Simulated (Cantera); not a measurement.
Equilibrium for oxide etching and cleaning by halides: SiO₂ + Cl₂

Charge: 1 mol SiO₂, 0.93 mol Cl₂, equilibrated at 1330 Pa.

These are equilibrium values from Cantera (NASA tables, ideal gas, pure condensed phases), not measurements of a reactor. Candidate condensed phases: Si, SiO₂; 15 gas species. The tables' values for SiCl₃ are old estimates; treat these amounts as uncertain. The tables hold silica as quartz up to 1696 K and as liquid above; real silica turns to tridymite and cristobalite and melts near 1996 K. The numbers say what is thermodynamically allowed, not how fast it happens.

```tsv
T (K)	x Cl	x Cl₂	x SiCl₄	x O₂	x SiO	x O	x ClO	n SiO₂(β-quartz)	n SiO₂(condensed)
1598	0.596	0.402	0.000627	0.000608	4.16e-9	3.02e-6	3.71e-5	0.999	0
1623	0.646	0.352	0.000633	0.000613	1.04e-8	4.08e-6	3.93e-5	0.999	0
1648	0.693	0.305	0.000629	0.000608	2.52e-8	5.41e-6	4.08e-5	0.999	0
1673	0.737	0.262	0.000616	0.000595	6.02e-8	7.06e-6	4.18e-5	0.999	0
1698	0.776	0.222	0.000595	0.000574	1.41e-7	9.08e-6	4.22e-5	0	0.999
1723	0.811	0.187	0.000566	0.000545	3.22e-7	1.15e-5	4.19e-5	0	0.999
1748	0.842	0.157	0.000532	0.000512	7.23e-7	1.44e-5	4.11e-5	0	0.999
1773	0.869	0.130	0.000496	0.000478	1.59e-6	1.78e-5	4.00e-5	0	0.999
1798	0.891	0.108	0.000458	0.000443	3.44e-6	2.18e-5	3.86e-5	0	0.999
1823	0.910	0.0893	0.000419	0.000408	7.31e-6	2.64e-5	3.70e-5	0	0.999
1848	0.925	0.0737	0.000381	0.000377	1.52e-5	3.18e-5	3.54e-5	0	0.999
1873	0.938	0.0608	0.000342	0.000349	3.09e-5	3.83e-5	3.38e-5	0	0.999
1898	0.949	0.0501	0.000301	0.000328	6.14e-5	4.60e-5	3.25e-5	0	0.999
1923	0.958	0.0414	0.000258	0.000316	0.000118	5.57e-5	3.15e-5	0	0.999
```
x: gas mole fraction; n: condensed amount in mol.

From 1598 K to 1673 K the condensed part is SiO₂(β-quartz). From 1698 K to 1923 K the condensed part is SiO₂(condensed). The main Si-bearing gas is SiCl₄ throughout.
